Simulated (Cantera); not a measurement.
Input: 1 mol Fe3O4, 250 mol H2, 70 mol N2, at 1275 °C and 1 atm.

Method: chemical equilibrium by Gibbs-energy minimisation in Cantera with the NASA 1993 tables (ideal gas, pure condensed phases). Candidate condensed phases: Fe, FeO, Fe(OH)2, Fe(OH)3, Fe2O3, Fe3O4, H2O; 27 gas species. Rates play no part.

Base state: H2 0.769, N2 0.219, H2O 0.0125, H 2.69e-5, NH3 1.72e-5 (mole fractions); condensed: Fe(γ).

Question: What changes in the equilibrium state with this change: Fe3O4 replaced by PbS?

Answer: 
| species | before | after |
|---|---|---|
| H2 | 0.769 | 0.776 |
| N2 | 0.219 | 0.218 |
| Pb | 0 | 0.00260 |
| H2O | 0.0125 | 0 |
| H2S | 0 | 0.00258 |
| PbS | 0 | 0.000513 |
| SH | 0 | 1.96e-5 |
| NH3 | 1.72e-5 | 1.74e-5 |
| Fe(γ), mol | 3.00 | 0 |
Further candidate phases: Pb, PbS, S.
